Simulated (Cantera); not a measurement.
## Fe2O3 + CO + N2 (carbothermic reduction)

Feed: 1 mol Fe2O3, 2.1 mol CO, 3.5 mol N2.

These are equilibrium values from Cantera (NASA tables, ideal gas, pure condensed phases), not measurements of a reactor. Candidate condensed phases: C, Fe, Fe(CO)5, FeO, Fe2O3, Fe3O4; 27 gas species. The tables' stoichiometric FeO is somewhat more stable than real wüstite, so its field is too wide. FeO: taken at fixed stoichiometry. Equilibrium is a limit: real reactors are often held back by kinetics, nucleation or transport.

Stable condensed phases:

```
T in K \ P in Pa
              10      68     460    3200   22000  150000 1000000
   2198        A       A       B       B       B       B       B
   2148        A       B       B       B       B       B       B
   2098        A       B       B       B       B       B       B
   2048        A       B       B       B       B       B       B
   1998        B       B       B       B       B       B       B
   1948        B       B       B       B       B       B       B
   1898        B       B       B       B       B       B       B
   1848        B       B       B       B       B       B       B
   1798        B       B       B       B       B       B       B
   1748        B       B       B       B       B       B       B
   1698        B       B       B       B       B       B       B
   1648        B       B       B       B       B       B       B
```

A: gas only; B: FeO.
